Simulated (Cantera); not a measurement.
## Equilibrium for silicon oxide and oxynitride deposition: TEOS + O₃

Input: 1 mol TEOS, 2.2 mol O₃, at 1477 °C and 1.00 bar.

These are equilibrium values from Cantera (NASA tables, ideal gas, pure condensed phases), not measurements of a reactor. Candidate condensed phases: C, C₆H₆, C₇H₈, C₈H₁₈, H₂O, Si, SiC, SiO₂; 123 gas species. The feed counts by its element totals alone. The tables hold silica as quartz up to 1696 K and as liquid above; real silica turns to tridymite and cristobalite and melts near 1996 K. Gases not in the tables: Si(OH)₄. Kinetics and transport are ignored.

```json
{
  "x(H₂)": "0.528",
  "x(CO)": "0.438",
  "x(H₂O)": "0.0271",
  "x(CO₂)": "0.00622",
  "x(H)": "0.000169",
  "x(SiO)": "1.56e-5",
  "n(SiO₂(condensed))": "1.000 mol",
  "gas_amount": "18.00 mol",
  "log10 activity of C(graphite) (absent)": "-2.50",
  "log10 activity of Si(l) (absent)": "-6.35"
}
```
